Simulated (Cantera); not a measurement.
**Adiabatic ignition**

An adiabatic, constant-pressure homogeneous reactor starts with 7.26 % CH3OH, 19.4 % O2, 73.3 % N2, equivalence ratio 0.56, at 1275 K and 100000 Pa.

Detailed kinetics in Cantera: GRI-Mech 3.0 (53 species, 325 reactions). GRI-Mech 3.0 was tuned for natural gas; its chemistry of methanol as a main component is partial and can be far from experiment.

```csv
t (s),T (K),x CH3OH,x O2,x HCN,x CH2O,x O,x NO
2.00e-6,1275,0.0726,0.194,<1e-12,6.30e-8,4.07e-10,<1e-12
6.59e-6,1275,0.0726,0.194,<1e-12,2.58e-7,4.19e-10,<1e-12
2.17e-5,1275,0.0726,0.194,<1e-12,9.50e-7,4.39e-10,<1e-12
7.17e-5,1275,0.0726,0.194,<1e-12,3.55e-6,4.75e-10,<1e-12
0.000236,1275,0.0726,0.194,<1e-12,1.35e-5,5.34e-10,<1e-12
0.000779,1275,0.0725,0.194,<1e-12,6.94e-5,9.67e-10,<1e-12
0.00257,1279,0.0702,0.193,<1e-12,0.00202,2.06e-8,<1e-12
0.00847,2377,<1e-12,0.0813,1.21e-12,2.55e-12,0.00219,0.00109
0.0279,2371,<1e-12,0.0796,1.95e-12,2.46e-12,0.00211,0.00447
0.0920,2364,<1e-12,0.0774,2.72e-12,2.33e-12,0.00200,0.00910
0.303,2362,<1e-12,0.0768,2.86e-12,2.31e-12,0.00197,0.0102
1.00,2362,<1e-12,0.0768,2.86e-12,2.31e-12,0.00197,0.0102
```
x: mole fraction; the columns are a selection and need not sum to one.

The time of steepest temperature rise is 3.52 ms, the temperature at 1.00 s is 2362 K and the equilibrium temperature is 2362 K. The x(CH3OH) at 1.00 s comes out as <1e-12 (gas-phase equilibrium <1e-12) and the x(O2) at 1.00 s is 0.0768 (gas-phase equilibrium 0.0768). The x(HCN) at 1.00 s comes out as 2.86e-12 (gas-phase equilibrium 2.86e-12).
